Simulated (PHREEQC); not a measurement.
Acid mine or pickling water (model solution)

Synthetic water in mg/kgw, 15 °C, pH 2.15, pe 11.2: Na 63.8; K 0.332; Ca 728; Mg 14.5; Cl 37.3; S(6) as SO4 3200; Cu(2) 0.662; Fe(3) 313; Mn(2) 0.706; N(5) as NO3 0.987.

Valence states are taken as typed.

All values are PHREEQC results (ion-association model, phreeqc.dat), not measurements.

This is a speciation only: nothing precipitates in the calculation.

Problem. Estimate the ionic strength, charge-balance error.

Solution. ionic strength 0.0703 mol/kgw; charge-balance error 3.8 %.

Problem. In which forms is Mg present?

Solution. Mg+2 65 %, MgSO4 35 % of the Mg.

Saturation is exceeded, for instance for Gypsum, Hematite (slow to form); the values hold only as long as no solid forms.
